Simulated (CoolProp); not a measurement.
A simple Rankine cycle with water: condensing at 323.15 K, boiler at 3.01 MPa, turbine inlet 509.2 K, turbine efficiency 0.75, pump efficiency 0.6, no recuperator. Each further row changes one setting.

Model: reference Helmholtz-energy equation of state, Wagner 2002, in CoolProp.

| case | thermal efficiency (%) | net work (kJ/kg) | heat in (kJ/kg) | turbine exit temperature (K) | volume ratio over the turbine |
|---|---|---|---|---|---|
| as stated | [?] | 614 | 2600 | 323.2 | 149 |
| turbine inlet 529.2 K | 23.8 | 632 | [?] | 323.2 | 143 |
| condensing temperature 315.15 K | 24.6 | 647 | 2630 | 315.1 | 218 |
| boiler pressure 2.11 MPa | 22.4 | 594 | 2650 | 323.2 | 103 |
| turbine efficiency 0.65 | [?] | 531 | 2600 | 323.2 | 156 |

**Question.** Some entries are withheld; supply them.

**Answer.** 
- as stated, thermal efficiency (%): 23.7
- turbine inlet 529.2 K, heat in (kJ/kg): 2660
- turbine efficiency 0.65, thermal efficiency (%): 20.5

The expansion ends wet for: as stated; turbine inlet 529.2 K; condensing temperature 315.15 K; boiler pressure 2.11 MPa; turbine efficiency 0.65.
